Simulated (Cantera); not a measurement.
A Cantera script and what it prints.

```python
import numpy as np
import cantera as ct

gas_names = """
    H HO2 H2 H2O H2O2 Li LiH LiO LiOH Li2 Li2O Li2O2 Li2O2H2 O OH O2 O3
""".split()
cond_names = """
    H2O(s) H2O(L) Li(cr) Li(L) LiH(s) LiH(L) LiOH(s) LiOH(L) Li2O(s) Li2O(L)
""".split()


# ... load() reads the species with a 1 bar reference pressure and builds the phases ...
atoms = {
    'LiOH': {'Li': 1, 'O': 1, 'H': 1},
    'H2': {'H': 2},
}
top_T = {}  # K; cautious upper limits of use, not melting points


# ... equilibrate(T, P, feed) seeds the gas with the atoms and calls Mixture.equilibrate('TP', solver="vcs", rtol=1e-11, max_steps=5000) ...
results = []
feed = {'LiOH': 1, 'H2': 1.3}  # mol
T = 1148  # K
P = 8400  # Pa
mix = equilibrate(T, P, feed)
results.append((T, P, feed, dict(zip(mix.species_names, mix.species_moles))))
x = sorted(zip(gas.X, gas.species_names), reverse=True)
print(f"T = {T:g} K  P = {P:g} Pa  gas = {mix.phase_moles(0):.4g} mol")
print("   x: " + "  ".join(f"{s} {v:.3e}" for v, s in x if v > 1e-05))
print("   condensed (mol): " + ("  ".join(f"{mix.phase(i).name} {mix.phase_moles(i):.4g}"
      for i in range(1, mix.n_phases) if mix.phase_moles(i) > 1e-12) or "none"))
```

Result:

```
T = 1148 K  P = 8400 Pa  gas = 1.801 mol
   x: H2 7.220e-01  H2O 2.773e-01  LiOH 6.786e-04  Li2O2H2 2.128e-05
   condensed (mol): Li2O(s) 0.4994
```

Equilibrium computed with Cantera from the NASA thermochemical tables; the gas is ideal and each condensed phase is pure.
